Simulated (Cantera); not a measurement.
## Transport properties of process gases

Gas mixture: 49.5 % N2, 50.5 % C3H8, at 7500 Torr, frozen composition.

Cantera's kinetic-theory transport with the Lennard-Jones parameters of GRI-Mech 3.0, ideal gas; thermal conductivity in the mixture-averaged form. The composition is frozen, though it would react at the higher temperatures.

```
T (K)  ρ (kg/m³)  cp (J/kg/K)  μ (µPa s)  λ (mW/m/K)     Pr  D (cm²/s) O  D (cm²/s) NH3  D (cm²/s) CH4
-----  ---------  -----------  ---------  ----------  -----  -----------  -------------  -------------
400         10.9         1716       14.6        31.7  0.790       0.0387         0.0265         0.0275
600         7.24         2210       20.2        52.0  0.858       0.0780         0.0570         0.0564
800         5.43         2594       25.0        71.9  0.903        0.127         0.0963         0.0926
1000        4.35         2888       29.3        91.0  0.932        0.185          0.143          0.135
1200        3.62         3091       33.3         109  0.943        0.251          0.197          0.184
1400        3.10         3259       36.9         126  0.953        0.325          0.257          0.238
1600        2.72         3397       40.4         143  0.962        0.406          0.323          0.298
```
D: mixture-averaged diffusion coefficient of that species in the mixture.
